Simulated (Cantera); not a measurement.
A closed system holds: 1 mol Si3N4, 0.0063 mol O2, 5 mol N2, at 8.40 Pa.

Cantera equilibrium calculation (NASA polynomials, part measured and part estimated; ideal gas, pure solids and liquids). Candidate condensed phases: Si, SiO2, Si2N2O, Si3N4; 16 gas species. The tables' values for SiN are old estimates; treat these amounts as uncertain. Rates play no part. All values below are at 1352 °C.

Base state: N2 0.996, Si 0.00194, SiO 0.00179, Si2N 2.40e-5, SiN 1.39e-5 (mole fractions); condensed: Si(s).

Problem. What changes in the equilibrium state with this change: pressure from 8.40 Pa to 101000 Pa?

Solution. 
```csv
species,before,after
N2,0.996,1.000
SiO,0.00179,1.08e-6
Si,0.00194,<1e-9
Si2N,2.40e-5,<1e-9
SiN,1.39e-5,<1e-9
"Si(s), mol",2.97,0
"Si2N2O(s), mol",0,0.0126
"Si3N4(s), mol",0,0.992
```
Mutual solubility and eutectic melting of coexisting phases are not modelled.
